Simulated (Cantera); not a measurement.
Feed: 1 mol CH3SiCl3, 0.22 mol C2H2, 61 mol H2, equilibrated at 28.0 mbar.

Equilibrium computed with Cantera from the NASA thermochemical tables; the gas is ideal and each condensed phase is pure. Candidate condensed phases: C, C6H6, C7H8, C8H18, Si, SiC; 109 gas species. The feed counts by its element totals alone. The tables' values for SiCl are old estimates; treat these amounts as uncertain. Gases not in the tables: Si2H6 and higher silanes. Rates play no part.

x: gas mole fraction; n: condensed amount in mol.

```csv
T (°C),x H2,x H,x HCl,x Si,x C2H2 (acetylene),x Cl,n C(graphite),n SiC(s)
1052,0.953,9.54e-6,0.0467,1.13e-11,8.11e-7,3.92e-7,0.430,0.998
1152,0.953,3.98e-5,0.0466,3.08e-10,3.36e-6,1.59e-6,0.436,0.998
1252,0.953,0.000138,0.0466,5.41e-9,1.15e-5,5.41e-6,0.439,0.996
1352,0.953,?,0.0465,?,?,?,0.439,0.994
1452,0.952,0.00108,0.0464,6.10e-7,8.77e-5,4.09e-5,0.436,0.991
1552,0.951,0.00257,0.0462,4.38e-6,0.000204,9.51e-5,0.425,0.988
1652,0.948,0.00556,0.0459,2.55e-5,0.000434,0.000203,0.401,0.982
1752,0.942,?,0.0454,?,?,?,?,0.968
1852,0.931,0.0209,0.0446,0.000525,0.00156,0.000736,0.302,0.927
1952,0.913,0.0370,0.0434,0.00194,0.00268,0.00128,0.260,0.792
2052,0.881,0.0617,0.0414,0.00637,0.00431,0.00208,0.347,0.345
2152,0.839,0.0980,0.0394,0.00999,0.00655,0.00328,0.199,0
```

Problem. What belongs in the gaps?

Solution. 
- 1352, x H: 0.000412
- 1352, x Si: 6.65e-8
- 1352, x C2H2 (acetylene): 3.39e-5
- 1352, x Cl: 1.58e-5
- 1752, x H: 0.0112
- 1752, x Si: 0.000125
- 1752, x C2H2 (acetylene): 0.000852
- 1752, x Cl: 0.000400
- 1752, n C(graphite): 0.360
